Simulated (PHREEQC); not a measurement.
Ultrapure water in contact with air or piping

Synthetic water in mg/L, 25 °C, pH 6.35, pe 12.1:

```
constituent             mg/L
------------------  --------
Na                     0.161
K                     0.0178
Ca                      0.51
Mg                     0.126
Cl                      0.41
S(6) as SO4            0.493
Alkalinity as HCO3      1.33
B                   0.000457
Cd                  0.000546
Li                   0.00437
Ni                   0.00968
F                   0.000592
Si as SiO2           0.00719
```

Cl is adjusted to close the charge balance.
Valence states are taken as typed.

The numbers come from PHREEQC with the ion-association model, wateq4f.dat.

Each row changes one thing in this solution. No solid was allowed to form.

```json
[
 {"case": "as made", "HCO3- (mol/kgw)": "2.22e-5", "CO2 (mol/kgw)": "2.21e-5", "CaSO4 (mol/kgw)": "1.20e-8", "MgSO4 (mol/kgw)": "5.75e-9", "CaHCO3+ (mol/kgw)": "3.46e-9", "NiCO3 (mol/kgw)": "2.66e-9", "SI of Quartz (SiO2)": "-2.94"},
 {"case": "K from 0.0178 to 0.0356 mg/L", "HCO3- (mol/kgw)": "2.22e-5", "CO2 (mol/kgw)": "2.21e-5", "CaSO4 (mol/kgw)": "1.20e-8", "MgSO4 (mol/kgw)": "5.75e-9", "CaHCO3+ (mol/kgw)": "3.46e-9", "NiCO3 (mol/kgw)": "2.66e-9", "SI of Quartz (SiO2)": "-2.94"},
 {"case": "pH from 6.35 to 6.85 at the same alkalinity", "HCO3- (mol/kgw)": "2.18e-5", "CO2 (mol/kgw)": "6.87e-6", "CaSO4 (mol/kgw)": "1.20e-8", "MgSO4 (mol/kgw)": "5.75e-9", "CaHCO3+ (mol/kgw)": "3.41e-9", "NiCO3 (mol/kgw)": "8.00e-9", "SI of Quartz (SiO2)": "-2.94"},
 {"case": "all concentrations times 3 at the same typed pH", "HCO3- (mol/kgw)": "6.57e-5", "CO2 (mol/kgw)": "6.49e-5", "CaSO4 (mol/kgw)": "1.02e-7", "MgSO4 (mol/kgw)": "4.86e-8", "CaHCO3+ (mol/kgw)": "2.99e-8", "NiCO3 (mol/kgw)": "2.20e-8", "SI of Quartz (SiO2)": "-2.46"}
]
```

Species that the database lacks are ignored. SiF6-2 is the database's only silicon fluoride. Real BF4- forms and hydrolyses slowly; the run takes it at equilibrium.
